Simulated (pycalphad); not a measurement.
CALPHAD calculation (pycalphad, COST 507 light-alloy database (1999)), 1 atm. These are 1990s assessments: newer ones move some temperatures and phases. Diffusion is slow at the low end, where real alloys seldom reach equilibrium.

Molar enthalpy of Si-0.19Zr (at.%) in equilibrium (SER reference):

```csv
T (°C),H (kJ/mol),phases
2327,110.70,LIQUID
2177,106.62,LIQUID
2027,102.53,LIQUID
1877,98.45,LIQUID
1727,94.37,LIQUID
1577,90.28,LIQUID
1502,88.24,LIQUID
1427,86.20,LIQUID
1352,33.92,DIAMOND_A4 + SI2ZR
1277,31.76,DIAMOND_A4 + SI2ZR
1127,27.50,DIAMOND_A4 + SI2ZR
977,23.34,DIAMOND_A4 + SI2ZR
827,19.28,DIAMOND_A4 + SI2ZR
677,15.31,DIAMOND_A4 + SI2ZR
527,11.45,DIAMOND_A4 + SI2ZR
377,7.71,DIAMOND_A4 + SI2ZR
227,4.12,DIAMOND_A4 + SI2ZR
```

Cooling from 1427 °C to 1352 °C, across the freezing range, releases 52.3 kJ/mol, or 1850 J/g. The slope is 27 J/(mol K) in the liquid and 29 J/(mol K) just below the solidus, where it includes any heat of precipitation. Liquidus 1413 °C, solidus 1361 °C. Changes were sought between steps of 75 K, so a narrower field can be missed.

Database names, with the compositions (at.%) that they take in these runs: SI2ZR: Si 67 Zr 33. DIAMOND_A4 is diamond (Si).
